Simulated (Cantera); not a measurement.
A closed system holds: 1 mol TiO2, 0.93 mol CH4, 14 mol H2, equilibrated at 750 Torr.

Method: chemical equilibrium by Gibbs-energy minimisation in Cantera with the NASA 1993 tables (ideal gas, pure condensed phases). Candidate condensed phases: C, C6H6, C7H8, C8H18, H2O, Ti, TiC, TiO, TiO2, Ti2O3, Ti3O5, Ti4O7; 113 gas species. Mutual solubility and eutectic melting of coexisting phases are not modelled. TiC: taken at fixed stoichiometry. Rates play no part. All values below are at 1725 K.

Base state: H2 0.954, CO 0.0455, H2O 0.000258, H 0.000181, CH4 6.42e-5 (mole fractions); condensed: TiC(s) + Ti2O3(s).

Question: What changes in the equilibrium state with this change: TiO2 replaced by PbO?

Answer: 
```json
[
 {"species": "H2", "before": "0.954", "after": "0.887"},
 {"species": "Pb", "before": "0", "after": "0.0562"},
 {"species": "CO", "before": "0.0455", "after": "0.0522"},
 {"species": "Pb2", "before": "0", "after": "2.82e-5"},
 {"species": "CO2", "before": "3.50e-6", "after": "6.47e-5"},
 {"species": "CH4", "before": "6.42e-5", "after": "3.96e-6"},
 {"species": "H2O", "before": "0.000258", "after": "0.00387"},
 {"species": "H", "before": "0.000181", "after": "0.000175"},
 {"species": "TiC(s), mol", "before": "0.173", "after": "0"},
 {"species": "Ti2O3(s), mol", "before": "0.413", "after": "0"}
]
```
Further candidate phases: Pb, PbO, PbO2, Pb3O4.
